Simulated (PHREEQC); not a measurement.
Consider water at 25 °C with 0.024 mol/kgw Al2(SO4)3, 0.0027 mol/kgw CaCl2, 0.0064 mol/kgw HCl and 0.23 mol/kgw NaCl. Closed to the air; pH follows from the charge balance.

The numbers come from PHREEQC with the ion-association model, wateq4f.dat.

```tsv
quantity	before	after
pH	2.50	2.81
ionic strength (mol/kgw)	0.362	0.359
AlSO4+ (mol/kgw)	0.0305	0.0306
SO4-2 (mol/kgw)	0.0225	0.0230
Al(SO4)2- (mol/kgw)	0.00506	0.00522
SI of Gypsum (CaSO4:2H2O)	-0.94	-0.93
SI of Gibbsite (Al(OH)3)	-3.51	-2.62
```

Question: What was changed between the two runs?
A. NaCl replaced by (CH3)4NCl at the same molality
B. NaCl left out
C. HCl from 0.0064 to 0.0032 mol/kgw
D. temperature from 25 to 35 °C
E. 0.33 mol/kgw NH4Br added

Answer: C, HCl from 0.0064 to 0.0032 mol/kgw

This is a speciation only: nothing precipitates in the calculation.
